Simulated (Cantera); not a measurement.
An adiabatic, constant-pressure homogeneous reactor starts with CO : H₂ : O₂ : N₂ = 1 : 0.077 : 1.02 : 3.82 (molar parts), equivalence ratio 0.53, at 1048 K and 10.0 bar.

Detailed kinetics in Cantera: GRI-Mech 3.0 (53 species, 325 reactions). The hydrogen kinetics of GRI-Mech 3.0 are dated; newer H2 mechanisms differ, most at raised pressure.

x: mole fraction; the columns are a selection and need not sum to one.

```csv
t (s),T (K),x CO,x H₂,x O₂,x H₂O,x O,x OH
2.00e-6,1048,0.169,0.0130,0.172,2.14e-10,1.24e-9,9.38e-11
7.06e-6,1048,0.169,0.0130,0.172,2.08e-9,2.19e-9,2.16e-10
2.49e-5,1048,0.169,0.0130,0.172,1.61e-8,2.74e-9,4.77e-10
8.79e-5,1048,0.169,0.0130,0.172,1.68e-7,4.90e-9,…
0.000310,1048,0.169,0.0130,0.172,4.18e-6,3.35e-8,…
0.00110,1061,0.168,0.0126,0.172,0.000312,5.50e-7,…
0.00387,2403,0.00417,5.18e-5,0.0896,0.0133,0.000841,0.00176
0.0136,2393,0.00398,4.99e-5,0.0866,0.0134,0.000780,0.00168
0.0482,2386,0.00388,4.88e-5,0.0849,0.0134,0.000746,0.00164
0.170,2386,0.00387,4.88e-5,0.0848,0.0134,0.000745,0.00164
0.600,2386,0.00387,4.88e-5,0.0848,0.0134,0.000745,0.00164
```

What belongs in the gaps?


- 8.79e-5, x OH: 1.77e-9
- 0.000310, x OH: 1.91e-8
- 0.00110, x OH: 3.69e-7
